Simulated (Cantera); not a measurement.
A closed system holds: 1 mol SF6, 0.072 mol O2, equilibrated at 2900 K and 10.0 Torr.

These are equilibrium values from Cantera (NASA tables, ideal gas, pure condensed phases), not measurements of a reactor. Candidate condensed phases: S; 25 gas species. Equilibrium is a limit: real reactors are often held back by kinetics, nucleation or transport.

Base state: F 0.856, S 0.116, SO 0.0136, O 0.00620, S2 0.00512, SF 0.00319, SO2 0.000343, O2 8.12e-5 (mole fractions); condensed: gas only.

### Question
What changes in the equilibrium state with this change: SF6 replaced by HCl?

### Answer
```tsv
species	before	after
Cl	0	0.435
H	0	0.255
HCl	0	0.163
F	0.856	0
S	0.116	0
H2	0	0.0655
OH	0	0.0183
H2O	0	0.0154
SO	0.0136	0
O	0.00620	0.0442
S2	0.00512	0
SF	0.00319	0
SO2	0.000343	0
Cl2	0	3.92e-5
SF2	3.74e-5	0
```
Further candidate phases: H2O.

### Question
What changes in the equilibrium state with this change: O2 from 0.072 to 0.025 mol?

### Answer
```tsv
species	before	after
F	0.856	0.860
S	0.116	0.124
S2	0.00512	0.00584
SO	0.0136	0.00496
O2	8.12e-5	9.53e-6
SO2	0.000343	4.30e-5
```
